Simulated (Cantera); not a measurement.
Thermodynamics of abatement and gas-phase synthesis, feed S + H2 + O2

Feed: 1 mol S, 2.1 mol H2, 0.034 mol O2, equilibrated at 0.00420 bar.

These are equilibrium values from Cantera (NASA tables, ideal gas, pure condensed phases), not measurements of a reactor. Candidate condensed phases: H2O, H2SO4, S; 34 gas species. Ions and electrons are included (thermal ionisation). Equilibrium is a limit: real reactors are often held back by kinetics, nucleation or transport.

```tsv
T (°C)	x H	x S	x H2	x O	x SH	x SO
2727	0.702	0.194	0.0829	0.00776	0.00446	0.00429
3227	0.789	0.190	0.00749	0.0125	0.000565	0.000314
3727	0.796	0.190	0.00105	0.0129	0.000111	3.21e-5
4227	0.797	0.190	0.000223	0.0129	3.10e-5	5.34e-6
4727	0.796	0.189	6.44e-5	0.0129	1.10e-5	1.26e-6
```
x: gas mole fraction; nothing condenses.

From 2727 °C to 4727 °C nothing is condensed.
